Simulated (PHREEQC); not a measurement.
# Spent oxide etchant: an equilibrium model

Dissolve 0.002 mol/kgw HF, 0.00048 mol/kgw H2SiF6, 0.015 mol/kgw H3PO4 and 0.00031 mol/kgw H2SO4 at 10 °C. Closed to the air; pH follows from the charge balance.

Equilibrium calculation in PHREEQC: ion-association model, phreeqc.dat.

This is a speciation only: nothing precipitates in the calculation.

**Question.** Predict the pH, ionic strength.

**Answer.** pH 2.07; ionic strength 0.00994 mol/kgw.

**Question.** In which forms is S present?

**Answer.** SO4-2 69 %, HSO4- 31 % of the S.

Saturation is exceeded, for instance for Quartz (slow to form); the values hold only as long as no solid forms. Complexes and solids missing from the database can't appear. Away from 25 °C the constants follow the database's enthalpies or fits; those with neither stay at their 25 °C values. SiF6-2 is the database's only silicon fluoride.
